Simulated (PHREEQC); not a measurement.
Solution (17 °C): 11 mmol/kgw NiSO4, 0.065 mmol/kgw Na2SO4 and 0.096 mmol/kgw H2SO4. Closed to the air; pH follows from the charge balance.

Model: ion-association model, wateq4f.dat, run in PHREEQC.

This is a speciation only: nothing precipitates in the calculation.

Question: What pH, ionic strength does the model give?

Answer: pH 3.91; ionic strength 0.0320 mol/kgw.

Question: In which forms is Ni present?

Answer: Ni+2 72 %, NiSO4 28 % of the Ni.
